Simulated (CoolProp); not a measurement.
Vapour-liquid equilibrium of CH2F2 (R32) (1) + R123 (2) at 264.5 K; x and y are mole fractions of (1).

Model: multi-fluid Helmholtz-energy mixture model, Tillner-Roth 1997 and Younglove 1994; pair parameters Bell 2016, in CoolProp.

| x | bubble pressure, mixture model (kPa) | bubble pressure, Raoult's law (kPa) | y, mixture model | y, Raoult's law |
|---|---|---|---|---|
| 0.05 | 63.70 | 51.09 | 0.669 | 0.597 |
| 0.15 | 144.4 | 110.0 | 0.863 | 0.833 |
| 0.25 | 217.2 | 168.8 | 0.915 | 0.904 |
| 0.35 | 280.8 | 227.7 | 0.939 | 0.938 |
| 0.45 | 336.0 | 286.6 | 0.954 | 0.958 |
| 0.55 | 384.8 | 345.5 | 0.964 | 0.972 |
| 0.65 | 430.4 | 404.3 | 0.972 | 0.981 |
| 0.75 | 475.9 | 463.2 | 0.979 | 0.988 |
| 0.85 | 524.5 | 522.1 | 0.987 | 0.994 |
| 0.95 | 579.6 | 581.0 | 0.995 | 0.998 |

The largest gap from Raoult's law is +31.3 % in bubble pressure, at x = 0.15. No azeotrope shows between x = 0.05 and 0.95.

Pair parameters are fitted to limited data, so mixtures are less certain than the pure fluids.
